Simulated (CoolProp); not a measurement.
Aqueous potassium formate as a coolant, 27 % by mass, freezing at -17.9 °C, 1 atm.

Computed with CoolProp (Melinder's fits for secondary coolants).

```tsv
T (°C)	cp (kJ/(kg K))	conductivity (W/(m K))	density (kg/m³)	Prandtl number
-10.3	3.183	0.509	1179	___
-2.4	3.196	0.519	___	16.7
5.5	3.209	0.529	1174	13.2
13.5	3.222	___	___	10.7
21.4	3.235	0.549	1168	8.94
29.4	3.248	___	1165	7.56
37.3	___	0.569	___	___
```

**Question.** Some entries are withheld; supply them.

**Answer.** 
- -10.3, Prandtl number: 21.8
- -2.4, density (kg/m³): 1177
- 13.5, conductivity (W/(m K)): 0.539
- 13.5, density (kg/m³): 1171
- 29.4, conductivity (W/(m K)): 0.559
- 37.3, cp (kJ/(kg K)): 3.261
- 37.3, density (kg/m³): 1162
- 37.3, Prandtl number: 6.49
